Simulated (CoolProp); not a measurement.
The numbers come from the reference Helmholtz-energy equation of state, Tillner-Roth 1997 in CoolProp.

Give the vapour pressure (MPa), liquid density (kg/m³), vapour density (kg/m³), liquid cp (kJ/(kg K)) of saturated CH2F2 (R32) at -36.25, -6.25, 17.75 °C.


```tsv
T (°C)	p (MPa)	liquid density (kg/m³)	vapour density (kg/m³)	liquid cp (kJ/(kg K))
-36.25	0.210	1170	5.93	1.62
-6.25	0.662	1080	18.0	1.71
17.75	1.38	990	38.2	1.87
```
